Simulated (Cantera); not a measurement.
A closed system holds: 1 mol PH3, a varied amount of O2, equilibrated at 2300 K and 1200000 Pa.

Cantera equilibrium calculation (NASA polynomials, part measured and part estimated; ideal gas, pure solids and liquids). Candidate condensed phases: H2O, P, P4O10; 17 gas species. Gases not in the tables: HPO2, HPO3 and P4O6. Rates play no part.

x: gas mole fraction; nothing condenses.

```tsv
n(O2) (mol)	x H2	x H2O	x P2	x PO	x PO2
0.023	0.729	0.0171	0.242	0.00552	0.000144
0.11	___	___	0.228	___	___
0.2	___	___	___	___	___
0.29	0.547	0.169	0.193	0.0646	0.0221
0.37	0.506	0.200	0.176	0.0792	0.0348
0.46	0.464	0.230	0.157	0.0936	0.0516
0.55	0.427	0.255	0.138	0.106	0.0703
```

### Question
What belongs in the gaps?

### Answer

- 0.11, x H2: 0.662
- 0.11, x H2O: 0.0757
- 0.11, x PO: 0.0261
- 0.11, x PO2: 0.00332
- 0.2, x H2: 0.601
- 0.2, x H2O: 0.126
- 0.2, x P2: 0.211
- 0.2, x PO: 0.0462
- 0.2, x PO2: 0.0108
